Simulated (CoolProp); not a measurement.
Vapour-liquid equilibrium of n-hexane (1) + dimethyl carbonate (2) at 102 kPa; x and y are mole fractions of (1).

The numbers come from the multi-fluid Helmholtz-energy mixture model, Thol 2019 and Zhou 2011; pair parameters Bell 2016 in CoolProp.

```json
[
 {"x": "0.05", "bubble temperature, mixture model (K)": "355.0", "bubble temperature, Raoult's law (K)": "362.1", "y, mixture model": "0.270", "y, Raoult's law": "0.090"},
 {"x": "0.15", "bubble temperature, mixture model (K)": "346.4", "bubble temperature, Raoult's law (K)": "359.5", "y, mixture model": "0.496", "y, Raoult's law": "0.251"},
 {"x": "0.25", "bubble temperature, mixture model (K)": "342.8", "bubble temperature, Raoult's law (K)": "357.1", "y, mixture model": "0.581", "y, Raoult's law": "0.391"},
 {"x": "0.35", "bubble temperature, mixture model (K)": "341.2", "bubble temperature, Raoult's law (K)": "354.7", "y, mixture model": "0.623", "y, Raoult's law": "0.512"},
 {"x": "0.45", "bubble temperature, mixture model (K)": "340.3", "bubble temperature, Raoult's law (K)": "352.5", "y, mixture model": "0.651", "y, Raoult's law": "0.617"},
 {"x": "0.55", "bubble temperature, mixture model (K)": "339.7", "bubble temperature, Raoult's law (K)": "350.4", "y, mixture model": "0.676", "y, Raoult's law": "0.709"},
 {"x": "0.65", "bubble temperature, mixture model (K)": "339.3", "bubble temperature, Raoult's law (K)": "348.4", "y, mixture model": "0.705", "y, Raoult's law": "0.789"},
 {"x": "0.75", "bubble temperature, mixture model (K)": "339.2", "bubble temperature, Raoult's law (K)": "346.5", "y, mixture model": "0.746", "y, Raoult's law": "0.859"},
 {"x": "0.85", "bubble temperature, mixture model (K)": "339.5", "bubble temperature, Raoult's law (K)": "344.6", "y, mixture model": "0.810", "y, Raoult's law": "0.921"},
 {"x": "0.95", "bubble temperature, mixture model (K)": "340.8", "bubble temperature, Raoult's law (K)": "342.9", "y, mixture model": "0.917", "y, Raoult's law": "0.975"}
]
```

The largest gap from Raoult's law is -14.3 K in bubble temperature, at x = 0.25. y crosses x between x = 0.65 and 0.75: the model has an azeotrope there.

The pair parameters rest on a limited set of measurements; away from them the model extrapolates.
